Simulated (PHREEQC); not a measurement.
## Spent oxide etchant (model solution)

Make-up at 20 °C: 0.015 mol/kgw NH4HF2, 8.1e-05 mol/kgw H2SiF6 and 0.0034 mol/kgw H3BO3. Closed to the air; pH follows from the charge balance.

The numbers come from PHREEQC with the ion-association model, phreeqc.dat.

Each row changes one thing in this solution. No solid was allowed to form.

```
case                                    pH  ionic strength (mol/kgw)  F- (mol/kgw)  HF (mol/kgw)  HF2- (mol/kgw)  NH3 (mol/kgw)  SI of Quartz (SiO2)
------------------------------------  ----  ------------------------  ------------  ------------  --------------  -------------  -------------------
as made                               3.47                    0.0155        0.0116       0.00479        0.000205        1.53e-8                -4.83
H3BO3 left out                        3.12                         ?        0.0149        0.0136        0.000746        6.88e-9                -6.86
NH4HF2 from 0.015 to 0.0075 mol/kgw   3.64                         ?       0.00530       0.00151         2.95e-5        1.18e-8                -2.12
temperature from 20 to 65 °C             ?                    0.0153        0.0116       0.00613               ?        4.69e-7                -2.75
H3BO3 from 0.0034 to 0.00374 mol/kgw  3.53                    0.0154        0.0113             ?        0.000168        1.76e-8                -4.51
```

Problem. Complete the blanks.

Solution. 
- H3BO3 left out, ionic strength (mol/kgw): 0.0159
- NH4HF2 from 0.015 to 0.0075 mol/kgw, ionic strength (mol/kgw): 0.00783
- temperature from 20 to 65 °C, pH: 3.73
- temperature from 20 to 65 °C, HF2- (mol/kgw): 0.000312
- H3BO3 from 0.0034 to 0.00374 mol/kgw, HF (mol/kgw): 0.00404

Constants without temperature data keep their 25 °C values here. SiF6-2 is the database's only silicon fluoride. Real BF4- forms and hydrolyses slowly; the run takes it at equilibrium.
